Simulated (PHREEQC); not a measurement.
Synthetic water in mg/kgw, 70 °C, pH 7.94, pe 8.4:

| constituent | mg/kgw |
|---|---|
| Na | 20.2 |
| K | 5.07 |
| Ca | 11.2 |
| Mg | 4.93 |
| Cl | 33.9 |
| S(6) as SO4 | 8.42 |
| Alkalinity as HCO3 | 46.1 |
| Cu(2) | 0.0417 |

Valence states are taken as typed.

Equilibrium calculation in PHREEQC: ion-association model, phreeqc.dat.

Task: The ionic strength comes out as 0.00243 mol/kgw. What activity coefficients do Ca+2, Mg+2, K+, MgHCO3+, Na+ get?

Result: Ca+2 0.79, Mg+2 0.79, K+ 0.94, MgHCO3+ 0.94, Na+ 0.94.

This is a speciation only: nothing precipitates in the calculation. Constants without temperature data keep their 25 °C values here. The database's constant for dissolved Cu(OH)2 is higher than later reviews accept.
